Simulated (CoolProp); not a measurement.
The fluoroketone C6F12O (FK-5-1-12) along the isotherm 192.55 °C: fugacity coefficient from the reference equation and from simpler models built on Tc = 168.7 °C, pc = 1.869 MPa, ω = 0.471; each cubic takes its own stable root.

Model: reference Helmholtz-energy equation of state, McLinden 2015, in CoolProp.

```
p (MPa)          phase  reference
-------  -------------  ---------
0.0296             gas     0.9954
0.046              gas     0.9929
0.0716             gas     0.9890
0.112              gas     0.9828
0.174              gas     0.9734
0.27               gas     0.9589
0.421              gas     0.9364
0.656              gas     0.9018
1.02               gas     0.8491
1.59               gas     0.7683
2.48     supercritical     0.6421
3.85     supercritical     0.4836
6        supercritical     0.3716
9.35     supercritical     0.3064
```

Task: How far does each simpler model (van der Waals, Peng-Robinson) lie from the reference over these 14 states: mean and median of the absolute difference, and the worst?

Result: 
- van der Waals: mean 2.2 %, median 0.5 %, worst +16.6 % at 192.55 °C and 9.35 MPa
- Peng-Robinson: mean 0.8 %, median 0.5 %, worst -2.6 % at 192.55 °C and 2.48 MPa
